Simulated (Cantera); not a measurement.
**Thermodynamics of fluorocarbon and chlorocarbon gases, feed CH3Cl + HCl**

A closed system holds: 1 mol CH3Cl, 0.27 mol HCl, at 100 Torr.

These are equilibrium values from Cantera (NASA tables, ideal gas, pure condensed phases), not measurements of a reactor. Candidate condensed phases: C, C6H6, C7H8, C8H18; 91 gas species. Kinetics and transport are ignored.

From 848 K to 2248 K the condensed part is C(graphite). The main C-bearing gas is CH4 at 848 K and C2H2 (acetylene) at 2248 K.

```tsv
T (K)	log p HCl	log p H2	log p CH4	log p H	log p Cl	log p C2H2 (acetylene)	log p C2HCl	n C(graphite)
848	-1.12	-1.25	-2.70	-11.35	-11.21	-12.31	<-12	0.967
1048	-1.13	-1.23	-3.70	-8.73	-8.66	-9.64	<-12	0.997
1248	-1.13	-1.23	-4.42	-6.95	-6.91	-7.85	-11.45	0.999
1448	-1.13	-1.23	-4.94	-5.65	-5.64	-6.55	-9.67	1.000
1648	-1.13	-1.23	-5.34	-4.67	-4.67	-5.58	-8.33	1.000
1848	-1.13	-1.23	-5.64	-3.89	-3.91	-4.82	-7.28	0.999
2048	-1.13	-1.23	-5.89	-3.27	-3.30	-4.21	-6.44	0.998
2248	-1.14	-1.24	-6.10	-2.75	-2.80	-3.72	-5.76	0.993
```
log p: log10 of the partial pressure in bar; n: condensed amount in mol.
